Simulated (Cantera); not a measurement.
An adiabatic, constant-pressure homogeneous reactor starts with CH4 : CO : O2 : N2 : CO2 = 1 : 0.49 : 2.3 : 16.2 : 0.5 (molar parts), equivalence ratio 0.98, at 1775 K and 100000 Pa.

Model: GRI-Mech 3.0 (53 species, 325 reactions), integrated in Cantera.

### Question
Predict: time of steepest temperature rise; temperature at 2.00 s; equilibrium temperature; x(CO) at 2.00 s; x(O2) at 2.00 s; x(OH) at 2.00 s; x(H2O2) at 2.00 s.

### Answer
| Property | Result |
|---|---|
| time of steepest temperature rise | 0.200 ms |
| temperature at 2.00 s | 2584 K |
| equilibrium temperature | 2584 K |
| x(CO) at 2.00 s | 0.0307 (gas-phase equilibrium 0.0307) |
| x(O2) at 2.00 s | 0.0147 (gas-phase equilibrium 0.0147) |
| x(OH) at 2.00 s | 0.00885 (gas-phase equilibrium 0.00885) |
| x(H2O2) at 2.00 s | 8.61e-8 (gas-phase equilibrium 8.61e-8) |
